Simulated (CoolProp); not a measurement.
Saturation properties of n-dodecane (Tc = 658.1 K, pc = 1.818 MPa, ω = 0.574).

Model: reference Helmholtz-energy equation of state, Lemmon 2004, in CoolProp. It is a short technical equation, of lower accuracy than the large ones.

| T (K) | p (MPa) | liquid density (kg/m³) | enthalpy of vaporisation (kJ/kg) | surface tension (mN/m) | liquid conductivity (mW/(m K)) |
|---|---|---|---|---|---|
| 377.7 | 0.002506 | 686.4 | 318.1 | 18.1 | 117 |
| 394.5 | 0.005198 | 673.6 | 309.3 | 16.8 | 114 |
| 411.3 | 0.009997 | 660.4 | 300.5 | 15.5 | 111 |
| 428 | 0.01796 | 647.1 | 291.6 | 14.2 | 107 |
| 444.8 | 0.03061 | 633.3 | 282.4 | 13.0 | 104 |
| 461.5 | 0.04956 | 619.0 | 272.9 | 11.8 | 101 |
| 478.3 | 0.07714 | 604.2 | 263.0 | 10.6 | 97.2 |
| 495.1 | 0.1157 | 588.7 | 252.6 | 9.42 | 94.0 |

It boils at 489.4 K under 1 atm.

Thermal conductivity comes from a separate model (Huber 2004). Surface tension comes from a separate correlation (Mulero 2012).
